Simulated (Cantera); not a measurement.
**Thermodynamics of silicon nitride deposition, feed SiHCl₃ + N₂ + H₂ + NH₃**

Input: 1 mol SiHCl₃, 73 mol N₂, 2.6 mol H₂, a varied amount of NH₃, equilibrated at 1.00 Torr.

Cantera equilibrium calculation (NASA polynomials, part measured and part estimated; ideal gas, pure solids and liquids). Candidate condensed phases: NH₄Cl, Si, Si₃N₄; 28 gas species. The tables' values for SiCl₃ are old estimates. Equilibrium is a limit: real reactors are often held back by kinetics, nucleation or transport.

Stable condensed phases:

```
T in °C \ n(NH₃) in mol
         0.13 0.23 0.41 0.73  1.3  2.3    4  7.1   12   22   39
   1650     A    A    A    A    A    A    A    A    A    A    A
   1575     A    A    A    A    A    A    A    A    A    A    A
   1500     A    A    A    A    A    A    B    B    B    B    B
   1425     A    A    A    A    A    B    B    B    B    B    B
   1350     C    C    C    C    C    C    C    C    C    C    C
   1275     C    C    C    C    C    C    C    C    C    C    C
   1200     C    C    C    C    C    C    C    C    C    C    C
   1125     C    C    C    C    C    C    C    C    C    C    C
   1050     C    C    C    C    C    C    C    C    C    C    C
    975     C    C    C    C    C    C    C    C    C    C    C
    900     C    C    C    C    C    C    C    C    C    C    C
    825     C    C    C    C    C    C    C    C    C    C    C
    750     C    C    C    C    C    C    C    C    C    C    C
    675     C    C    C    C    C    C    C    C    C    C    C
```

A: gas only; B: Si; C: Si₃N₄.
